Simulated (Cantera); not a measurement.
A Cantera script and what it prints.

```python
import numpy as np
import cantera as ct

gas_names = """
    F F2 H HF H2 H2F2 H3F3 H4F4 H5F5 H6F6 H7F7 Si SiF SiF2 SiF3 SiF4 SiH SiHF3 SiH2 SiH2F2 SiH3 SiH3F
    SiH4 Si2 Si3
""".split()
cond_names = """
    Si(cr) Si(L)
""".split()


# ... load() reads the species with a 1 bar reference pressure and builds the phases ...
atoms = {
    'Si': {'Si': 1},
    'F2': {'F': 2},
    'H2': {'H': 2},
}
top_T = {}  # K; cautious upper limits of use, not melting points


# ... equilibrate(T, P, feed) seeds the gas with the atoms and calls Mixture.equilibrate('TP', solver="vcs", rtol=1e-11, max_steps=5000) ...
results = []
T = 450  # K
P = 7.1  # Pa
for m in [0.26, 0.38, 0.57, 0.84, 1.2, 1.8, 2.7, 4.1, 6, 8.9, 13]:
    feed = {'Si': 1, 'F2': 2.2, 'H2': m}  # mol
    mix = equilibrate(T, P, feed)
    results.append((T, P, feed, dict(zip(mix.species_names, mix.species_moles))))

top = {s: max(r[3][s] / sum(r[3][g] for g in gas_names) for r in results) for s in gas_names}
cols = sorted((s for s in top if top[s] > 0.001), key=lambda s: -top[s])[:5]
seen = [c for c in cond_names if any(r[3].get(c, 0) > 1e-12 for r in results)]
print("log10 of partial pressures in bar; condensed amounts in mol")
print(f"{'n(H2)':>10s}" + "".join(f"{s[:9]:>10s}" for s in cols + seen))
for T, P, feed, n in results:
    ng = sum(n[g] for g in gas_names)
    print(f"{feed['H2']:10.4g}" + "".join(f"{np.log10(max(n[s] / ng * P / 1e5, 1e-99)):10.3f}" for s in cols)
          + "".join(f"{n.get(c, 0):10.4g}" for c in seen))
```

Result:

```
log10 of partial pressures in bar; condensed amounts in mol
     n(H2)        H2      SiF4        HF
      0.26    -5.535    -4.313    -4.711
      0.38    -5.092    -4.347    -4.745
      0.57    -4.829    -4.397    -4.795
      0.84    -4.652    -4.458    -4.856
       1.2    -4.529    -4.529    -4.927
       1.8    -4.422    -4.626    -5.024
       2.7    -4.342    -4.740    -5.138
       4.1    -4.282    -4.873    -5.271
         6    -4.243    -5.006    -5.404
       8.9    -4.214    -5.153    -5.551
        13    -4.194    -5.301    -5.699
```

Cantera equilibrium calculation (NASA polynomials, part measured and part estimated; ideal gas, pure solids and liquids).
